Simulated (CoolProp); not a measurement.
Saturation properties of methanol.

Computed with CoolProp (reference Helmholtz-energy equation of state, de Reuck 1993).

```tsv
T (K)	p (kPa)	liquid density (kg/m³)	vapour Z	surface tension (mN/m)	liquid viscosity (µPa s)
319.5	47.43	766.0	0.9624	20.4	406
332.8	83.52	753.1	0.9518	19.2	345
346.2	140.6	739.7	0.9388	18.1	296
359.5	226.0	725.9	0.9232	___	256
372.9	351.0	711.2	0.9042	___	223
386.2	525.3	695.8	0.8816	14.3	196
399.6	765.4	679.1	0.8544	13.0	172
412.9	1083	___	___	11.6	___
426.3	1501	___	___	10.1	133
439.6	2033	619.5	0.7414	___	117
```

Fill in the missing entries.


- 359.5, surface tension (mN/m): 16.9
- 372.9, surface tension (mN/m): 15.6
- 412.9, liquid density (kg/m³): 661.2
- 412.9, vapour Z: 0.8222
- 412.9, liquid viscosity (µPa s): 152
- 426.3, liquid density (kg/m³): 641.4
- 426.3, vapour Z: 0.7841
- 439.6, surface tension (mN/m): 8.55

It boils at 337.6 K under 1 atm.

Viscosity comes from a separate model (Xiang 2006). Surface tension comes from a separate correlation (Mulero 2012).
